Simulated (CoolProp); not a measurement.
R21 at 374.36 K and 1.14 MPa is throttled through a valve to 0.427 MPa with no heat exchange. Each further row changes one setting.

Model: reference Helmholtz-energy equation of state, Platzer 1990, in CoolProp. This equation is an older, rougher fit.

| case | temperature change (K) | final density (kg/m³) |
|---|---|---|
| as stated | ? | ? |
| outlet pressure 0.128 MPa | ? | 4.62 |
| outlet pressure 0.555 MPa | ? | ? |

Problem. Fill in the missing entries.

Solution. 
- as stated, temperature change (K): -16.6
- as stated, final density (kg/m³): 15.8
- outlet pressure 0.128 MPa, temperature change (K): -24.0
- outlet pressure 0.555 MPa, temperature change (K): -13.6
- outlet pressure 0.555 MPa, final density (kg/m³): 20.8
